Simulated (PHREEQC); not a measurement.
PHREEQC input (ion-association model, wateq4f.dat):

```
SOLUTION_SPECIES
  PO4-3 + 3H+ = H3PO4  # constants of phreeqc.dat
    -log_k 21.721
    -delta_h -10.1 kJ
  2 NO3- + 12 H+ + 10 e- = N2 + 6 H2O  # shut off: nitrate stays nitrate
    -log_k -100
    -delta_h 0
    -analytic -100
SOLUTION 1
  temp 79
  units mol/kgw
  pH 7 charge
  P 0.0032
  Na 0.0712
  Si 5.6e-05
SOLUTION 2
  temp 79
  units mol/kgw
  pH 7 charge
  N(5) 0.234
  Cu(2) 0.012
  S(6) 6.2e-05
  Na 0.000124
END
SELECTED_OUTPUT 1
  -reset false
  -pH true
  -pe true
  -ionic_strength true
  -water true
  -totals Cu N Na P S Si Cu(1) Cu(2) N(5) N(3)
    N(0) N(-3) S(-2) S(6)
  -molalities H+ Cu+2 NO3- Na+ PO4-3 SO4-2 H4SiO4 H3SiO4- H2SiO4-2 HPO4-2
    H2PO4- NH3 NaHPO4- NaSO4- HSO4- H2S HS- S-2 O2 NH4+
    NH4SO4- OH- Cu+ CuOH+ Cu(OH)2 Cu(OH)3- Cu(OH)4-2 Cu2(OH)2+2 CuSO4 Cu(HS)3-
    NO2- H3PO4
  -equilibrium_phases Cu(OH)2 Brochantite Antlerite Cu2(OH)3NO3 Cu3(PO4)2:3H2O Quartz Mirabilite Chalcanthite
PRINT
  -reset false
MIX 1
  1 1
  2 0
EQUILIBRIUM_PHASES 1
  Cu(OH)2 0 0
  Brochantite 0 0
  Antlerite 0 0
  Cu2(OH)3NO3 0 0
  Cu3(PO4)2:3H2O 0 0
  Quartz 0 0
  Mirabilite 0 0
  Chalcanthite 0 0
  O2(g) -0.68 10
END
# ... the last block is repeated for the other 20 points of share of solution B
```

Selected output (columns that matter, 21 of 21 rows; share of solution B added in front):

```
share of solution B	pH	mu	Cu	N	Na	P	S	Si	m_H+	m_Cu+2	m_NO3-	m_Na+	m_PO4-3	Cu(OH)2
0	11.315	0.077008	0	0	0.0712	0.0032	0	5.6e-05	5.9e-12	0	0	0.071112	0.0013845	0
0.05	11.203	0.072728	1.7556e-07	0.011698	0.067634	0.0030394	3.0994e-06	5.319e-05	7.6108e-12	8.3032e-16	0.011698	0.067543	0.0011112	0.00059982
0.1	11.05	0.068405	1.75e-07	0.023391	0.064069	0.0028789	6.1977e-06	5.0381e-05	1.0784e-11	1.6476e-15	0.023391	0.063974	0.00081634	0.0011998
0.15	10.809	0.064025	1.7448e-07	0.035081	0.060505	0.0027185	9.2948e-06	4.7574e-05	1.8707e-11	4.8964e-15	0.035081	0.060406	0.00049317	0.0017998
0.2	10.211	0.059568	1.7399e-07	0.046765	0.056943	0.0025581	1.2391e-05	4.4767e-05	7.3928e-11	7.5451e-14	0.046765	0.056838	0.00013183	0.0023998
0.25	3.0314	0.063505	0.0029974	0.05845	0.053385	0.0023979	1.5487e-05	4.1964e-05	0.0011218	0.0029959	0.05845	0.053384	1.3538e-15	0
0.3	1.9442	0.074461	0.0035971	0.070144	0.049837	0.0022382	1.8585e-05	3.9169e-05	0.01383	0.0035963	0.070144	0.049837	3.4455e-18	0
0.35	1.648	0.086453	0.0041969	0.081839	0.046289	0.0020785	2.1684e-05	3.6373e-05	0.027571	0.0041962	0.081839	0.046289	5.4727e-19	0
0.4	1.4736	0.098622	0.0047967	0.093536	0.04274	0.0019187	2.4783e-05	3.3577e-05	0.04149	0.0047961	0.093536	0.04274	1.7912e-19	0
0.45	1.3502	0.11085	0.0053966	0.10523	0.039191	0.0017589	2.7882e-05	3.0781e-05	0.055468	0.0053961	0.10523	0.039191	7.9648e-20	0
0.5	1.2549	0.12311	0.0059966	0.11693	0.035642	0.0015991	3.0982e-05	2.7984e-05	0.069474	0.0059961	0.11693	0.035641	4.1756e-20	0
0.55	1.1773	0.13538	0.0065966	0.12863	0.032092	0.0014393	3.4082e-05	2.5187e-05	0.083495	0.0065961	0.12863	0.032092	2.4165e-20	0
0.6	1.1118	0.14766	0.0071967	0.14034	0.028541	0.0012794	3.7183e-05	2.239e-05	0.097527	0.0071962	0.14034	0.028541	1.4879e-20	0
0.65	1.0553	0.15995	0.0077969	0.15204	0.024991	0.0011196	4.0284e-05	1.9592e-05	0.11156	0.0077964	0.15204	0.02499	9.5178e-21	0
0.7	1.0055	0.17224	0.0083971	0.16374	0.021439	0.00095967	4.3385e-05	1.6794e-05	0.12561	0.0083966	0.16374	0.021439	6.2118e-21	0
0.75	0.96105	0.18454	0.0089974	0.17545	0.017888	0.00079977	4.6487e-05	1.3996e-05	0.13966	0.0089969	0.17545	0.017888	4.0685e-21	0
0.8	0.9209	0.19684	0.0095978	0.18716	0.014336	0.00063985	4.9589e-05	1.1197e-05	0.15371	0.0095973	0.18716	0.014336	2.6239e-21	0
0.85	0.88428	0.20914	0.010198	0.19887	0.010784	0.00047992	5.2691e-05	8.3986e-06	0.16776	0.010198	0.19887	0.010784	1.6197e-21	0
0.9	0.85064	0.22145	0.010799	0.21058	0.0072308	0.00031996	5.5794e-05	5.5994e-06	0.18182	0.010798	0.21058	0.0072307	9.042e-22	0
0.95	0.81951	0.23376	0.011399	0.22229	0.0036776	0.00015999	5.8897e-05	2.7998e-06	0.19588	0.011399	0.22229	0.0036776	3.8411e-22	0
1	0.79056	0.24607	0.012	0.234	0.000124	0	6.2e-05	0	0.20994	0.011999	0.234	0.000124	0	0
```

Complexes and solids missing from the database can't appear. H3PO4, which wateq4f.dat lacks, is added to it with the constant of phreeqc.dat. At this temperature some constants are extrapolated from 25 °C, and those without enthalpy data are left unchanged. The database has no phosphate complexes of Cu. The database's constant for dissolved Cu(OH)2 is higher than later reviews accept.
